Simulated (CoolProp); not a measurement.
A simple Rankine cycle with vinyl chloride: condensing at 296.15 K, boiler at 2.37 MPa, turbine inlet 429 K, turbine efficiency 0.9, pump efficiency 0.8, no recuperator. Each further row changes one setting.

Computed with CoolProp (reference Helmholtz-energy equation of state, Thol 2022).

```tsv
case	thermal efficiency (%)	net work (kJ/kg)	heat in (kJ/kg)	turbine exit temperature (K)	volume ratio over the turbine
as stated	16.8	72.3	431	332.9	5.54
condensing temperature 288.15 K	18.3	81.3	444	321.8	6.93
boiler pressure 1.66 MPa	14.2	62.7	442	353.4	3.93
turbine efficiency 0.8	14.8	64.0	431	341.4	5.71
```
